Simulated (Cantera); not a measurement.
A freely propagating, adiabatic, planar premixed flame of 31.3 % H₂, 12.1 % O₂, 56.7 % N₂, unburnt at 550 K and 0.133 bar; mixture-averaged transport, grid criteria slope 0.08 and curve 0.16, no radiation.

Cantera simulation using the H2/O2 subset of GRI-Mech 3.0, which has no nitrogen chemistry; the numbers are that mechanism's predictions, not measurements. Burning velocities carry a grid error of a few per cent, more on coarse grids.

Problem. Predict: laminar burning velocity; thermal thickness; peak x(OH); peak x(H₂O₂); peak x(O); peak x(H).

Solution. 
- laminar burning velocity: 481 cm/s
- thermal thickness: 6.61 mm
- peak x(OH): 0.0107
- peak x(H₂O₂): 1.37e-6
- peak x(O): 0.00871
- peak x(H): 0.0968
